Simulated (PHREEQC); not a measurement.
NaOH is added in steps, without added water, to 1 kg of water holding 0.077 mol KH2PO4, 0.00067 mol HCl and 1.2e-05 mol H4SiO4, at 25 °C. Oxygen is held at 0.21 atm. CO2 from the air is kept out. The run lets SiO2(a), Halite, Sylvite precipitate or redissolve, and no other solid.

Base run: PHREEQC, ion-association model, phreeqc.dat. Each further column changes one thing. The table gives HPO4-2 (mol/kgw).

```
NaOH added (mol)      base  all activity coefficients set to 1  metal-ligand complexes left out  Davies equation for every ion  Debye-Hückel limiting law
----------------  --------  ----------------------------------  -------------------------------  -----------------------------  -------------------------
0                 0.000118                             7.63e-5                              [?]                       0.000118                   0.000145
0.0055             0.00457                             0.00418                              [?]                        0.00456                    0.00467
0.01375             0.0123                              0.0112                           0.0131                         0.0123                     0.0126
0.01925             0.0174                              0.0157                           0.0186                         0.0174                     0.0179
0.0275              0.0251                              0.0224                           0.0268                         0.0251                     0.0259
0.033               0.0302                              0.0268                           0.0323                         0.0302                     0.0312
0.04125             0.0378                              0.0333                           0.0405                         0.0377                     0.0392
0.04675             0.0429                              0.0376                           0.0460                         0.0428                     0.0445
0.055               0.0505                              0.0439                           0.0543                         0.0503                     0.0525
0.0605              0.0555                              0.0480                           0.0598                         0.0553                     0.0578
0.06875             0.0630                              0.0541                           0.0680                         0.0627                     0.0658
0.07425             0.0679                              0.0581                              [?]                         0.0676                     0.0711
0.0825              0.0668                              0.0574                           0.0723                         0.0665                     0.0700
0.088               0.0621                              0.0539                           0.0672                         0.0619                     0.0650
```

Fill in the missing entries.


- 0, metal-ligand complexes left out: 0.000119
- 0.0055, metal-ligand complexes left out: 0.00485
- 0.07425, metal-ligand complexes left out: 0.0734
